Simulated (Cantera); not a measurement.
## SiCl₄ + NH₃ + H₂ (silicon nitride deposition)

Input: 1 mol SiCl₄, 48 mol NH₃, 64 mol H₂, equilibrated at 1000 °C and 7.90e-5 bar.

Equilibrium computed with Cantera from the NASA thermochemical tables; the gas is ideal and each condensed phase is pure. Candidate condensed phases: NH₄Cl, Si, Si₃N₄; 28 gas species. Equilibrium is a limit: real reactors are often held back by kinetics, nucleation or transport.

```json
{
  "x(H₂)": "0.831",
  "x(N₂)": "0.145",
  "x(HCl)": "0.0245",
  "x(SiCl₂)": "0.000143",
  "x(H)": "7.33e-5",
  "x(Cl)": "1.84e-6",
  "n(Si₃N₄(s))": "0.326 mol",
  "gas_amount": "161.4 mol",
  "log10 activity of Si(s) (absent)": "-1.12"
}
```
